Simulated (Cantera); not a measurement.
A closed system holds: 1 mol Si3N4, a varied amount of Cl2, 5 mol H2, held at 75.0 Torr.

Equilibrium computed with Cantera from the NASA thermochemical tables; the gas is ideal and each condensed phase is pure. Candidate condensed phases: NH4Cl, Si, Si3N4; 28 gas species. Mutual solubility and eutectic melting of coexisting phases are not modelled. The tables' values for SiCl3 are old estimates. Rates play no part.

**Question.** What condenses at these points (T in K, n(Cl2) in mol): (1850, 1.9); (950, 5.1); (1950, 5.1); (1950, 3.1); (1250, 3.7); (1850, 2.2); (1350, 1.2)?

**Answer.** 
| T (K) | n(Cl2) in mol | condensed phases | Si condensed (%) |
|---|---|---|---|
| 1850 | 1.9 | Si + Si3N4 | 59.4 |
| 950 | 5.1 | Si3N4 | 46.3 |
| 1950 | 5.1 | gas only | 0.0 |
| 1950 | 3.1 | Si | 28.0 |
| 1250 | 3.7 | Si3N4 | 68.9 |
| 1850 | 2.2 | Si + Si3N4 | 51.5 |
| 1350 | 1.2 | Si3N4 | 94.9 |
